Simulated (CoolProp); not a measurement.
A Linde-Hampson liquefier for ethane: isothermal reversible compression at 320 K from 1 atm to 5 MPa, throttling to 1 atm, return gas leaving the recuperator 5 K below the feed. Each further row changes one setting.

The numbers come from the reference Helmholtz-energy equation of state, Bücker 2006 in CoolProp.

| case | liquid yield per pass | compression work (kJ/kg of gas) |
|---|---|---|
| as stated | 0.165 | 315 |
| as stated | 0.165 | 315 |
| high pressure 10 MPa | 0.426 | 338 |
| warm-end temperature 350 K | 0.101 | 354 |
| warm-end gap 10 K | 0.154 | 315 |
| high pressure 10 MPa | 0.426 | 338 |
| warm-end temperature 350 K | 0.101 | 354 |
| warm-end gap 10 K | 0.154 | 315 |
